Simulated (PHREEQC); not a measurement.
## Polishing slurry liquid: an equilibrium model

Solution (25 °C and 100 atm): 1.3 mmol/kgw H2SO4. Closed to the air; pH follows from the charge balance.

Model: ion-association model, phreeqc.dat, run in PHREEQC.

No solid was allowed to form.

Problem. What pH does the model give?

Solution. pH 2.64.

Problem. In which forms is S present?

Solution. SO4-2 86 %, HSO4- 14 % of the S.

Under pressure, the constants of complexes without a molar volume in the database are unreliable.
